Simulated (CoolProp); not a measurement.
Properties of hexamethyldisiloxane (MM) along the isotherm 580.6 K (Tc = 518.7 K, pc = 1.931 MPa, ω = 0.418).

Computed with CoolProp (reference Helmholtz-energy equation of state, Thol 2016).

| p (MPa) | phase | density (kg/m³) | cv (kJ/(kg K)) | Joule-Thomson coefficient (K/MPa) | isothermal compressibility (1/MPa) | expansivity (1/kK) |
|---|---|---|---|---|---|---|
| 0.0644 | gas | 2.184 | 2.139 | 6.275 | 15.65 | 1.774 |
| 0.129 | gas | 4.410 | 2.140 | 6.344 | 7.879 | 1.828 |
| 0.193 | gas | 6.652 | 2.141 | 6.414 | 5.311 | 1.884 |
| 0.257 | gas | 8.932 | 2.142 | 6.486 | 4.023 | 1.942 |
| 0.322 | gas | 11.29 | 2.143 | 6.560 | 3.239 | 2.004 |
| 0.386 | gas | 13.65 | 2.144 | 6.634 | 2.727 | 2.067 |
| 0.451 | gas | 16.09 | 2.145 | 6.710 | 2.355 | 2.134 |
| 0.515 | gas | 18.54 | 2.146 | 6.787 | 2.082 | 2.203 |
| 0.579 | gas | 21.03 | 2.147 | 6.865 | 1.870 | 2.275 |
| 0.644 | gas | 23.61 | 2.148 | 6.946 | 1.697 | 2.352 |
| 0.708 | gas | 26.20 | 2.149 | 7.027 | 1.559 | 2.431 |
| 0.772 | gas | 28.84 | 2.150 | 7.109 | 1.445 | 2.513 |
| 0.837 | gas | 31.58 | 2.152 | 7.193 | 1.346 | 2.600 |
| 0.901 | gas | 34.33 | 2.153 | 7.277 | 1.264 | 2.690 |
| 0.966 | gas | 37.18 | 2.154 | 7.364 | 1.191 | 2.786 |
